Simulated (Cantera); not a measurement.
Input (Python, Cantera):

```python
import numpy as np
import cantera as ct

gas = ct.Solution("gri30.yaml")
gas.TPX = 1300, 51000, {'CO': 0.021, 'O2': 0.04, 'H2O': 0.0062, 'N2': 1}
reactor = ct.IdealGasConstPressureReactor(gas, energy="off", clone=False)
net = ct.ReactorNet([reactor])
net.rtol, net.atol = 1e-08, 1e-18
show = ['CO', 'O2', 'H2O', 'NO', 'O']
times = np.geomspace(2e-05, 4, 14)

steps = ct.SolutionArray(gas, extra=["t"])
rows = []
print(f"{'t/s':>10s}{'T/K':>9s}{'P/Pa':>11s}" + "".join(f"{s:>11s}" for s in show))
for t in times:
    while net.time < t:
        t_next = net.step()
        steps.append(gas.state, t=t_next)
    rows.append([np.interp(t, steps.t, y) for y in (steps.T, steps.P, *steps(*show).X.T)])
    print(f"{t:10.3e}{rows[-1][0]:9.1f}{rows[-1][1]:11.4g}" + "".join(f"{x:11.3e}" for x in rows[-1][2:]))
rate = np.gradient(steps.T, steps.t)
print("integrator steps:", len(steps.t))
if steps.T.max() > steps.T[0] + 200:
    print(f"time of steepest temperature rise: {steps.t[rate.argmax()]:.4e} s")
gas.TPX = 1300, 51000, {'CO': 0.021, 'O2': 0.04, 'H2O': 0.0062, 'N2': 1}
gas.equilibrate("TP")
print(f"equilibrium (TP): T = {gas.T:.1f} K  " + "  ".join(f"{s} {gas[s].X[0]:.3e}" for s in show))
```

Output:

```
       t/s      T/K       P/Pa         CO         O2        H2O         NO          O
 2.000e-05   1300.0    5.1e+04  1.968e-02  3.748e-02  5.810e-03  2.424e-18  1.589e-09
 5.114e-05   1300.0    5.1e+04  1.968e-02  3.748e-02  5.810e-03  1.793e-17  4.034e-09
 1.308e-04   1300.0    5.1e+04  1.968e-02  3.748e-02  5.810e-03  1.256e-16  1.058e-08
 3.345e-04   1300.0    5.1e+04  1.968e-02  3.748e-02  5.810e-03  9.710e-16  3.630e-08
 8.553e-04   1300.0    5.1e+04  1.968e-02  3.748e-02  5.810e-03  1.736e-14  4.236e-07
 2.187e-03   1300.0    5.1e+04  1.943e-02  3.727e-02  5.775e-03  1.445e-10  1.621e-04
 5.593e-03   1300.0    5.1e+04  5.548e-03  2.999e-02  5.264e-03  1.293e-06  1.435e-03
 1.430e-02   1300.0    5.1e+04  7.395e-04  2.817e-02  5.768e-03  1.783e-06  1.895e-04
 3.658e-02   1300.0    5.1e+04  1.107e-04  2.795e-02  5.840e-03  1.817e-06  2.797e-05
 9.353e-02   1300.0    5.1e+04  1.597e-05  2.792e-02  5.857e-03  1.826e-06  4.551e-06
 2.392e-01   1300.0    5.1e+04  2.156e-06  2.791e-02  5.863e-03  1.833e-06  8.448e-07
 6.117e-01   1300.0    5.1e+04  2.871e-07  2.792e-02  5.865e-03  1.840e-06  2.016e-07
 1.564e+00   1300.0    5.1e+04  5.718e-08  2.792e-02  5.866e-03  1.843e-06  7.378e-08
 4.000e+00   1300.0    5.1e+04  2.856e-08  2.792e-02  5.866e-03  1.843e-06  4.521e-08
integrator steps: 1565
equilibrium (TP): T = 1300.0 K  CO 2.568e-08  O2 2.784e-02  H2O 5.866e-03  NO 1.588e-04  O 4.160e-08
```

Model: GRI-Mech 3.0 (53 species, 325 reactions), integrated in Cantera.
